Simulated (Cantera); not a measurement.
# NH₃ + H₂O + H₂ + SO₂ (abatement and gas-phase synthesis)

A closed system holds: 1 mol NH₃, 0.26 mol H₂O, 0.13 mol H₂, 0.015 mol SO₂, equilibrated at 5030 Torr.

Equilibrium computed with Cantera from the NASA thermochemical tables; the gas is ideal and each condensed phase is pure. Candidate condensed phases: H₂O, H₂SO₄, S; 60 gas species. Ions and electrons are included (thermal ionisation). The numbers say what is thermodynamically allowed, not how fast it happens.

From 1727 °C to 4727 °C nothing is condensed.

```
T (°C)       x H    x H₂   x N₂    x H₂O       x O      x OH
------  --------  ------  -----  -------  --------  --------
1727    0.000512   0.663  0.209    0.121   5.27e-9   9.35e-6
1977     0.00233   0.662  0.209    0.121   1.56e-7   6.41e-5
2227     0.00788   0.657  0.208    0.120   2.35e-6  0.000298
2477      0.0213   0.647  0.206    0.118   2.17e-5   0.00104
2727      0.0483   0.626  0.203    0.114  0.000138   0.00291
2977      0.0951   0.588  0.197    0.106  0.000652   0.00677
3227       0.166   0.531  0.188   0.0914   0.00240    0.0132
3477       0.262   0.456  0.176   0.0705   0.00693    0.0212
3727       0.373   0.368  0.161   0.0459    0.0156    0.0273
3977       0.488   0.277  0.146   0.0245    0.0272    0.0278
4227       0.590   0.195  0.133   0.0109    0.0384    0.0232
4477       0.668   0.130  0.123  0.00435    0.0469    0.0169
4727       0.722  0.0845  0.116  0.00165    0.0523    0.0114
```
x: gas mole fraction; nothing condenses.
